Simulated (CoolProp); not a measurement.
Propane along the isobar 0.262 MPa: fugacity coefficient from the reference equation and from simpler models built on Tc = 369.9 K, pc = 4.251 MPa, ω = 0.152; each cubic takes its own stable root.

Computed with CoolProp (reference Helmholtz-energy equation of state, Lemmon 2009).

| T (K) | phase | reference |
|---|---|---|
| 175.5 | liquid | 0.01360 |
| 182.2 | liquid | 0.02307 |
| 188.9 | liquid | 0.03747 |
| 195.6 | liquid | 0.05854 |
| 202.3 | liquid | 0.08834 |
| 208.9 | liquid | 0.1285 |
| 215.6 | liquid | 0.1828 |
| 222.3 | liquid | 0.2535 |
| 229 | liquid | 0.3436 |
| 235.7 | liquid | 0.4559 |
| 242.4 | liquid | 0.5934 |
| 249 | liquid | 0.7561 |
| 255.7 | gas | 0.9329 |

### Question
How far does each simpler model (van der Waals, Redlich-Kwong, Soave-Redlich-Kwong, Peng-Robinson) lie from the reference over these 13 states: mean and median of the absolute difference, and the worst?

### Answer
- van der Waals: mean 647.6 %, median 412.4 %, worst +2163.2 % at 175.5 K and 0.262 MPa
- Redlich-Kwong: mean 27.4 %, median 29.8 %, worst +32.2 % at 202.3 K and 0.262 MPa
- Soave-Redlich-Kwong: mean 1.4 %, median 1.3 %, worst -3.2 % at 175.5 K and 0.262 MPa
- Peng-Robinson: mean 1.9 %, median 1.3 %, worst +5.7 % at 175.5 K and 0.262 MPa

At some of these states van der Waals, Redlich-Kwong gives the other phase, because its saturation line lies elsewhere.
